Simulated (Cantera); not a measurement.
## Thermodynamics of boron, boron nitride and boron oxide, feed BF₃ + H₂

A closed system holds: 1 mol BF₃, 21 mol H₂, equilibrated at 2323.15 K and 0.000800 bar.

Method: chemical equilibrium by Gibbs-energy minimisation in Cantera with the NASA 1993 tables (ideal gas, pure condensed phases). Candidate condensed phases: B; 20 gas species. The tables' values for BF₂ are old estimates; treat these amounts as uncertain. Equilibrium is a limit: real reactors are often held back by kinetics, nucleation or transport.

```json
{
  "x(H₂)": "0.594",
  "x(H)": "0.297",
  "x(HF)": "0.0717",
  "x(BF)": "0.0346",
  "x(BF₂)": "0.00233",
  "x(BF₃)": "6.13e-5",
  "x(F)": "4.56e-5",
  "x(B)": "2.63e-5",
  "x(BHF₂)": "1.20e-5",
  "gas_amount": "26.97 mol",
  "log10 activity of B(s) (absent)": "-2.81"
}
```
